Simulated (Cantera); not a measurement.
Input: 1 mol MgSO4, 0.076 mol CO2, 3.4 mol H2, at 1350 K and 55.0 Pa.

Cantera equilibrium calculation (NASA polynomials, part measured and part estimated; ideal gas, pure solids and liquids). Kinetics and transport are ignored.

```tsv
species	before	after
H2O	0.610	0.748
H2S	0.0115	0.205
CO2	0.0111	0.0213
H2	0.210	8.33e-5
SO2	0.0643	0.00958
S2	0.0822	0.0141
SO	0.00259	<1e-9
S8	<1e-9	0.00162
SH	0.00110	<1e-9
CO	0.00749	4.00e-8
S	7.20e-5	<1e-9
H	4.65e-5	<1e-9
MgO(s), mol	1.00	0.912
MgSO4(s), mol	0	0.0875
```
Gas species are given as mole fractions.

### Question
Name the change that produced these shifts.
A. pressure from 55.0 Pa to 100000 Pa
B. temperature from 1350 K to 775 K
C. temperature from 1350 K to 548.15 K
D. 0.14 mol O2 added

### Answer
C, temperature from 1350 K to 548.15 K. Gases not in the tables: S3 to S7
